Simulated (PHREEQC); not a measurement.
Make-up at 25 °C: 0.26 mol HF, 3.6e-05 mol NH4F, 0.00067 mol H2SiF6 and 0.051 mol HCl per kg of water. Closed to the air; pH follows from the charge balance.

Computed with PHREEQC (ion-association model, wateq4f.dat).

Question: The ionic strength comes out as 0.0570 mol/kgw. What activity coefficients do H+, SiF6-2, Cl-, NH4+, F- get?

Answer: H+ 0.85, SiF6-2 0.45, Cl- 0.80, NH4+ 0.81, F- 0.80.

This is a speciation only: nothing precipitates in the calculation. wateq4f.dat counts part of the HF as a dimer, H2F2, which phreeqc.dat doesn't know; its constant is uncertain. SiF6-2 is the database's only silicon fluoride.
